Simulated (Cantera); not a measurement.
Feed: 1 mol Fe2O3, 0.1 mol HCl, 0.74 mol H2, equilibrated at 1623 K and 0.0170 bar.

Method: chemical equilibrium by Gibbs-energy minimisation in Cantera with the NASA 1993 tables (ideal gas, pure condensed phases). Candidate condensed phases: Fe, FeCl2, FeCl3, FeO, Fe(OH)2, Fe(OH)3, Fe2O3, Fe3O4, H2O; 22 gas species. Mutual solubility and eutectic melting of coexisting phases are not modelled. The tables' stoichiometric FeO is somewhat more stable than real wüstite, so its field is too wide. FeO: taken at fixed stoichiometry. Equilibrium is a limit: real reactors are often held back by kinetics, nucleation or transport.

Base state: H2O 0.873, HCl 0.107, H2 0.0137, FeCl2 0.00565, Cl 0.000383, OH 0.000165, H 6.21e-5, Fe(OH)2 4.01e-5 (mole fractions); condensed: FeO(s) + Fe3O4(s).

Task: What changes in the equilibrium state with this change: 0.29 mol O2 added?

Result: 
| species | before | after |
|---|---|---|
| H2O | 0.873 | 0.799 |
| HCl | 0.107 | 0.102 |
| O2 | 1.78e-5 | 0.0925 |
| H2 | 0.0137 | 0.000175 |
| FeCl2 | 0.00565 | 0.00133 |
| O | 6.16e-7 | 4.44e-5 |
| Cl2 | 1.57e-7 | 1.11e-5 |
| H | 6.21e-5 | 7.00e-6 |
| Cl | 0.000383 | 0.00322 |
| FeO(s), mol | 1.18 | 0 |
| Fe3O4(s), mol | 0.271 | 0.666 |

Task: What changes in the equilibrium state with this change: H2 from 0.74 to 2.1 mol?

Result: 
```
species          before    after
-------------  --------  -------
H2               0.0137    0.500
H2O               0.873    0.456
HCl               0.107   0.0421
FeCl2           0.00565  0.00166
O2              1.78e-5  3.68e-9
Fe              7.21e-7  5.02e-5
Cl             0.000383  2.49e-5
FeO(s), mol        1.18     2.00
Fe3O4(s), mol     0.271        0
```
